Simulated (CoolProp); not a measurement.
Vapour-liquid equilibrium of R114 (1) + R113 (2) at 342.3 K; x and y are mole fractions of (1).

The numbers come from the multi-fluid Helmholtz-energy mixture model, Platzer 1990 and Marx 1992; pair parameters Bell 2016 in CoolProp. This equation is an older, rougher fit; its heat capacities, sound speeds and derivatives of the liquid may be far off and weren't checked against measurements.

```
x     bubble pressure (bar)  y at the bubble point  dew pressure at overall composition x (bar)  liquid density (mol/L)
----  ---------------------  ---------------------  -------------------------------------------  ----------------------
0.05                  2.211                  0.148                                        2.043                   7.759
0.2                   2.966                  0.450                                        2.313                   7.765
0.35                  3.739                  0.635                                        2.666                   7.764
0.5                   4.523                  0.760                                        3.142                   7.754
0.65                  5.317                  0.851                                        3.820                   7.734
0.8                   6.125                  0.922                                        4.846                   7.702
0.95                  6.961                  0.982                                        6.496                   7.654
```

No azeotrope shows between x = 0.05 and 0.95.

The pair parameters rest on a limited set of measurements; away from them the model extrapolates.
